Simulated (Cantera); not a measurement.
A freely propagating, adiabatic, planar premixed flame of H₂ : O₂ : N₂ = 1 : 0.549 : 1.65 (molar parts), equivalence ratio 0.91, unburnt at 425 K and 0.247 atm; mixture-averaged transport, grid criteria slope 0.08 and curve 0.16, no radiation.

Detailed kinetics in Cantera: the H2/O2 subset of GRI-Mech 3.0, which has no nitrogen chemistry. Burning velocities carry a grid error of a few per cent, more on coarse grids.

Q: What does this change do: 0.3 parts H2O added?

A: 
```csv
quantity,before,after
laminar burning velocity,413 cm/s,368 cm/s
thermal thickness,2.35 mm,2.17 mm
peak x(OH),0.0227,0.0185
peak x(HO₂),0.000186,0.000241
peak x(H),0.0757,0.0574
```
